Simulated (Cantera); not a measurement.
A closed system holds: 1 mol Cr, 4.9 mol N2, at 552 °C and 43.0 Pa.

Equilibrium computed with Cantera from the NASA thermochemical tables; the gas is ideal and each condensed phase is pure. Candidate condensed phases: Cr, CrN, Cr2N; 4 gas species. Kinetics and transport are ignored.

Base state: N2 1.00 (mole fractions); condensed: CrN(s).

Task: What changes in the equilibrium state with this change: temperature from 552 °C to 752 °C?

Result: 
| species | before | after |
|---|---|---|
| N2 | 1.00 | 1.00 |
| CrN(s), mol | 1.00 | 0 |
| Cr2N(s), mol | 0 | 0.500 |

Task: What changes in the equilibrium state with this change: temperature from 552 °C to 727 °C?

Result: 
```
species       before  after
------------  ------  -----
N2              1.00   1.00
CrN(s), mol     1.00      0
Cr2N(s), mol       0  0.500
```

Task: What changes in the equilibrium state with this change: temperature from 552 °C to 2425 °C?

Result: 
```
species      before    after
-----------  ------  -------
N2             1.00    0.830
Cr            <1e-9    0.169
N             <1e-9  7.04e-5
CrN(s), mol    1.00        0
```
